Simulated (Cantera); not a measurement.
A perfectly stirred reactor is fed with 33.3 % NH3, 66.7 % H2, at 645 Torr; it is held at 1848 K, and followed from long to short residence time.

Computed with Cantera and the gas-phase N/H chemistry of the illustrative SiF4/NH3 mechanism in the Surface Chemkin manual (1991). Walls and surfaces, which speed up NH3 decomposition in real reactors, are not modelled.

x: mole fraction; the columns are a selection and need not sum to one.

```
τ (s)    x NH3   x H2     x NH   x N2H4     x NH2     x N2
------  ------  -----  -------  -------  --------  -------
2.1     0.0611  0.836  1.42e-6  8.29e-9   7.39e-5    0.102
1.0     0.0953  0.815  1.79e-6  1.64e-8  0.000104   0.0892
0.47     0.143  0.785  2.17e-6  3.01e-8  0.000141   0.0712
0.22     0.199  0.750  2.50e-6  4.84e-8  0.000178   0.0503
0.10     0.252  0.717  2.74e-6  6.75e-8  0.000211   0.0305
0.047    0.288  0.694  2.87e-6        ?  0.000231        ?
0.022    0.310  0.681  2.93e-6  8.93e-8  0.000242  0.00847
0.010    0.323  0.673  2.91e-6  9.24e-8  0.000247  0.00393
0.0048   0.328  0.670  2.82e-6  9.11e-8  0.000245  0.00184
0.0022   0.331  0.668  2.60e-6  8.45e-8  0.000236        ?
```

Some entries are withheld; supply them.


- 0.047, x N2H4: 8.12e-8
- 0.047, x N2: 0.0168
- 0.0022, x N2: 0.000760
